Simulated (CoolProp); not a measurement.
Ethane along the isobar 20.6 bar: fugacity coefficient from the reference equation and from simpler models built on Tc = 305.3 K, pc = 48.72 bar, ω = 0.099; each cubic takes its own stable root.

Computed with CoolProp (reference Helmholtz-energy equation of state, Bücker 2006).

```
T (K)   phase  reference
-----  ------  ---------
194.8  liquid    0.08434
205.8  liquid     0.1352
216.7  liquid     0.2037
227.7  liquid     0.2931
238.6  liquid     0.4028
249.6  liquid     0.5347
260.5  liquid     0.6851
271.5     gas     0.7967
282.4     gas     0.8208
293.4     gas     0.8412
304.3     gas     0.8584
315.3     gas     0.8733
326.2     gas     0.8862
```

**Question.** How far does each simpler model (van der Waals, Redlich-Kwong, Soave-Redlich-Kwong, Peng-Robinson) lie from the reference over these 13 states: mean and median of the absolute difference, and the worst?

**Answer.** 
- van der Waals: mean 59.4 %, median 19.2 %, worst +233.8 % at 194.8 K and 20.6 bar
- Redlich-Kwong: mean 4.8 %, median 6.1 %, worst +10.1 % at 216.7 K and 20.6 bar
- Soave-Redlich-Kwong: mean 0.7 %, median 0.3 %, worst +1.7 % at 249.6 K and 20.6 bar
- Peng-Robinson: mean 0.9 %, median 0.8 %, worst -1.7 % at 293.4 K and 20.6 bar

At some of these states van der Waals gives the other phase, because its saturation line lies elsewhere.
